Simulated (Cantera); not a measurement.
What does this Cantera script print?

```python
import numpy as np
import cantera as ct

gas_names = """
    Br Br2 Ca CaBr CaBr2 CaO CaOH CaO2H2 Ca2 H HBr HO2 H2 H2O H2O2 O OH O2 O3
""".split()
cond_names = """
    Br2(cr) Br2(L) Ca(a) Ca(b) Ca(L) CaBr2(s) CaBr2(L) CaO(s) CaO(L) CaO2H2(s) H2O(s) H2O(L)
""".split()


# ... load() reads the species with a 1 bar reference pressure and builds the phases ...
atoms = {
    'CaO': {'Ca': 1, 'O': 1},
    'HBr': {'H': 1, 'Br': 1},
    'H2': {'H': 2},
}
top_T = {}  # K; cautious upper limits of use, not melting points


# ... equilibrate(T, P, feed) seeds the gas with the atoms and calls Mixture.equilibrate('TP', solver="vcs", rtol=1e-11, max_steps=5000) ...
results = []
T = 1723  # K
P = 240  # Pa
for m in [1.2, 4.6, 8, 11, 15, 18, 22, 25, 29]:
    feed = {'CaO': 1, 'HBr': 5, 'H2': m}  # mol
    mix = equilibrate(T, P, feed)
    results.append((T, P, feed, dict(zip(mix.species_names, mix.species_moles))))
    x = sorted(zip(gas.X, gas.species_names), reverse=True)
    print(f"T = {T:g} K  P = {P:g} Pa  n(H2) = {m:g} mol  gas = {mix.phase_moles(0):.4g} mol")
    print("   x: " + "  ".join(f"{s} {v:.3e}" for v, s in x if v > 0.0001))
    print("   condensed (mol): " + ("  ".join(f"{mix.phase(i).name} {mix.phase_moles(i):.4g}"
          for i in range(1, mix.n_phases) if mix.phase_moles(i) > 1e-12) or "none"))
```

Output:

```
T = 1723 K  P = 240 Pa  n(H2) = 1.2 mol  gas = 6.607 mol
   x: HBr 3.326e-01  H2 2.415e-01  CaBr2 1.513e-01  H2O 1.513e-01  Br 1.213e-01  H 1.829e-03
   condensed (mol): none
T = 1723 K  P = 240 Pa  n(H2) = 4.6 mol  gas = 9.918 mol
   x: H2 4.933e-01  HBr 2.410e-01  CaBr2 1.008e-01  H2O 1.008e-01  Br 6.150e-02  H 2.614e-03
   condensed (mol): none
T = 1723 K  P = 240 Pa  n(H2) = 8 mol  gas = 13.3 mol
   x: H2 6.211e-01  HBr 1.838e-01  CaBr2 7.519e-02  H2O 7.518e-02  Br 4.181e-02  H 2.934e-03
   condensed (mol): none
T = 1723 K  P = 240 Pa  n(H2) = 11 mol  gas = 16.29 mol
   x: H2 6.900e-01  HBr 1.515e-01  CaBr2 6.137e-02  H2O 6.137e-02  Br 3.269e-02  H 3.092e-03
   condensed (mol): none
T = 1723 K  P = 240 Pa  n(H2) = 15 mol  gas = 20.29 mol
   x: H2 7.503e-01  HBr 1.225e-01  H2O 4.927e-02  CaBr2 4.927e-02  Br 2.535e-02  H 3.224e-03
   condensed (mol): none
T = 1723 K  P = 240 Pa  n(H2) = 18 mol  gas = 23.29 mol
   x: H2 7.820e-01  HBr 1.071e-01  H2O 4.292e-02  CaBr2 4.292e-02  Br 2.171e-02  H 3.292e-03
   condensed (mol): none
T = 1723 K  P = 240 Pa  n(H2) = 22 mol  gas = 27.29 mol
   x: H2 8.134e-01  HBr 9.170e-02  H2O 3.663e-02  CaBr2 3.662e-02  Br 1.823e-02  H 3.357e-03
   condensed (mol): none
T = 1723 K  P = 240 Pa  n(H2) = 25 mol  gas = 30.3 mol
   x: H2 8.316e-01  HBr 8.276e-02  H2O 3.300e-02  CaBr2 3.299e-02  Br 1.627e-02  H 3.394e-03
   condensed (mol): none
T = 1723 K  P = 240 Pa  n(H2) = 29 mol  gas = 34.3 mol
   x: H2 8.508e-01  HBr 7.323e-02  H2O 2.915e-02  CaBr2 2.914e-02  Br 1.423e-02  H 3.433e-03
   condensed (mol): none
```

These are equilibrium values from Cantera (NASA tables, ideal gas, pure condensed phases), not measurements of a reactor.
